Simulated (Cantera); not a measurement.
A closed system holds: 1 mol CH3Cl, 0.19 mol H2, held at 12.0 Pa.

These are equilibrium values from Cantera (NASA tables, ideal gas, pure condensed phases), not measurements of a reactor. Candidate condensed phases: C, C6H6, C7H8, C8H18; 91 gas species. Kinetics and transport are ignored.

Q: At 2452 °C, list the 7 most abundant gas species with their mole fractions, and the condensed phases.

A: H 0.685, Cl 0.207, C3 0.0585, C 0.0196, H2 0.0145, C2 0.00677, HCl 0.00631. Condensed: gas only.
